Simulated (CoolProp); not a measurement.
Properties of nitrous oxide along the isotherm 438.9 K.

Model: reference Helmholtz-energy equation of state, Lemmon 2006, in CoolProp. It is a short technical equation, of lower accuracy than the large ones.

| p (kPa) | phase | Z | Joule-Thomson coefficient (K/MPa) | isothermal compressibility (1/MPa) | expansivity (1/kK) | fugacity coefficient |
|---|---|---|---|---|---|---|
| 776 | gas | 0.9888 | 4.543 | 1.303 | 2.378 | 0.9888 |
| 1550 | gas | 0.9776 | 4.512 | 0.6599 | 2.481 | 0.9778 |
| 2330 | gas | 0.9664 | 4.479 | 0.4440 | 2.590 | 0.9668 |
| 3100 | gas | 0.9553 | 4.444 | 0.3375 | 2.701 | 0.9561 |
| 3880 | gas | (withheld) | 4.406 | 0.2728 | (withheld) | 0.9455 |
| 4660 | gas | 0.9332 | 4.364 | (withheld) | 2.941 | 0.9349 |
| 5430 | gas | 0.9224 | (withheld) | 0.1993 | 3.066 | 0.9247 |
| 6210 | gas | 0.9115 | (withheld) | 0.1762 | 3.197 | 0.9145 |
| 6990 | gas | 0.9008 | 4.219 | 0.1583 | 3.333 | 0.9044 |
| 7760 | supercritical | (withheld) | 4.163 | 0.1440 | 3.470 | 0.8946 |
| 8540 | supercritical | 0.8798 | 4.102 | 0.1322 | 3.614 | 0.8848 |
| 9310 | supercritical | 0.8697 | 4.037 | 0.1224 | 3.758 | 0.8753 |
| 10100 | supercritical | 0.8595 | 3.965 | 0.1138 | 3.908 | 0.8657 |
| 10900 | supercritical | 0.8494 | 3.887 | 0.1063 | 4.061 | 0.8561 |

Task: What belongs in the gaps?

Result: 
- 3880, Z: 0.9442
- 3880, expansivity (1/kK): 2.819
- 4660, isothermal compressibility (1/MPa): 0.2297
- 5430, Joule-Thomson coefficient (K/MPa): 4.320
- 6210, Joule-Thomson coefficient (K/MPa): 4.272
- 7760, Z: 0.8903
